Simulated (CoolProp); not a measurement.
A closed Brayton cycle with nitrogen: compressor inlet 325.15 K and 1.3 MPa, high pressure 2.99 MPa, turbine inlet 725 K, compressor efficiency 0.85, turbine efficiency 0.85, recuperator effectiveness 0.8 (on enthalpy, no pinch check). Each further row changes one setting.

The numbers come from the reference Helmholtz-energy equation of state, Span 2000 in CoolProp.

| case | thermal efficiency (%) | net work (kJ/kg) | compressor to turbine work | compressor exit (K) | turbine exit (K) |
|---|---|---|---|---|---|
| as stated | 17.2 | 30.2 | 0.78 | 428.1 | 599.6 |
| turbine inlet 675 K | 13.1 | 20.5 | 0.84 | 428.1 | 557.2 |
| compressor inlet 335.15 K | 15.5 | 26.8 | 0.81 | 441.1 | 599.6 |
| high pressure 2.54 MPa | 17.9 | 28.7 | 0.75 | 406.0 | 622.3 |
| recuperator effectiveness 0.5 | 13.1 | 30.2 | 0.78 | 428.1 | 599.6 |
